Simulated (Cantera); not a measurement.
Charge: 1 mol V₂O₅, 0.45 mol H₂, held at 1700 K and 12.0 Torr.

Cantera equilibrium calculation (NASA polynomials, part measured and part estimated; ideal gas, pure solids and liquids). Candidate condensed phases: H₂O, V, VO, V₂O₃, V₂O₄, V₂O₅; 12 gas species. Condensed phases not in the tables: the oxides between V₂O₃ and V₂O₅ other than VO₂. Equilibrium is a limit: real reactors are often held back by kinetics, nucleation or transport.

Base state: H₂O 0.618, O₂ 0.378, OH 0.00294, VO₂ 0.000393, O 0.000217, H₂ 0.000160, H 1.47e-5 (mole fractions); condensed: V₂O₄(s).

Problem. What changes in the equilibrium state with this change: temperature from 1700 K to 1250 K?

Solution. 
```json
[
 {"species": "H₂O", "before": "0.618", "after": "0.732"},
 {"species": "O₂", "before": "0.378", "after": "0.268"},
 {"species": "OH", "before": "0.00294", "after": "4.65e-5"},
 {"species": "VO₂", "before": "0.000393", "after": "4.24e-9"},
 {"species": "H", "before": "1.47e-5", "after": "2.37e-9"},
 {"species": "O", "before": "0.000217", "after": "2.84e-7"},
 {"species": "V₂O₄(s), mol", "before": "1.000", "after": "0.780"},
 {"species": "V₂O₅(l), mol", "before": "0", "after": "0.220"}
]
```
Mutual solubility and eutectic melting of coexisting phases are not modelled. Gases not in the tables: V₄O₁₀.

Problem. What changes in the equilibrium state with this change: temperature from 1700 K to 1023 K?

Solution. 
| species | before | after |
|---|---|---|
| H₂O | 0.618 | 0.982 |
| O₂ | 0.378 | 0.0178 |
| OH | 0.00294 | 8.48e-7 |
| VO₂ | 0.000393 | <1e-9 |
| O | 0.000217 | <1e-9 |
| H₂ | 0.000160 | 9.95e-9 |
| H | 1.47e-5 | <1e-9 |
| V₂O₄(s), mol | 1.000 | 0.466 |
| V₂O₅(l), mol | 0 | 0.534 |
Mutual solubility and eutectic melting of coexisting phases are not modelled. Gases not in the tables: V₄O₁₀.

Problem. What changes in the equilibrium state with this change: temperature from 1700 K to 898.15 K?

Solution. 
```tsv
species	before	after
H₂O	0.618	0.999
O₂	0.378	0.000921
OH	0.00294	2.87e-8
VO₂	0.000393	<1e-9
O	0.000217	<1e-9
H₂	0.000160	<1e-9
H	1.47e-5	<1e-9
V₂O₄(s), mol	1.000	0.451
V₂O₅(s), mol	0	0.549
```
Gases not in the tables: V₄O₁₀.
